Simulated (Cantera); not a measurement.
Input (Python, Cantera) and output of one run.

```python
import numpy as np
import cantera as ct

gas_names = """
    OH PH3 O2
""".split()
cond_names = """
    P4O10(s)
""".split()


# ... load() reads the species with a 1 bar reference pressure and builds the phases ...
species = {s.name: s for s in load("nasa_gas.yaml", gas_names) + load("nasa_condensed.yaml", cond_names)}
# Each term lists the table entries of one substance; the one whose range holds T is used.
reactions = {
    '12 OH(g) + P4O10 = 4 PH3(g) + 11 O2(g)':
        [(-12, ['OH']), (-1, ['P4O10(s)']), (4, ['PH3']), (11, ['O2'])],
}


def pick(names, T):
    return next(species[n] for n in names if species[n].thermo.min_temp <= T <= species[n].thermo.max_temp)


results = []
for label, terms in reactions.items():
    print(label)
    print("     T/K   dH/kJ  dS/(J/K)   dG/kJ   log10 K")
    for T in [398, 448, 498, 548, 598, 648]:
        used = [(nu, pick(names, T)) for nu, names in terms]
        dH = sum(nu * s.thermo.h(T) for nu, s in used) / 1e6
        dS = sum(nu * s.thermo.s(T) for nu, s in used) / 1e3
        dG = dH - T * dS / 1e3
        logK = -dG * 1e6 / (ct.gas_constant * T * np.log(10))
        results.append((label, T, dH, dS, dG, logK, [s.name for _, s in used]))
        print(f"{T:8g} {dH:8.1f} {dS:8.1f} {dG:8.1f} {logK:8.2f}")
```

Result:

```
12 OH(g) + P4O10 = 4 PH3(g) + 11 O2(g)
     T/K   dH/kJ  dS/(J/K)   dG/kJ   log10 K
     398   2548.7    633.0   2296.8  -301.43
     448   2542.8    619.0   2265.5  -264.14
     498   2536.6    605.8   2234.9  -234.41
     548   2530.2    593.6   2204.9  -210.16
     598   2523.6    582.1   2175.5  -190.02
     648   2516.8    571.2   2146.7  -173.04
```

Standard-state values (1 bar) from the NASA 1993 polynomials, evaluated with Cantera. Condensed species are held in their standard states even where they would react or evaporate.
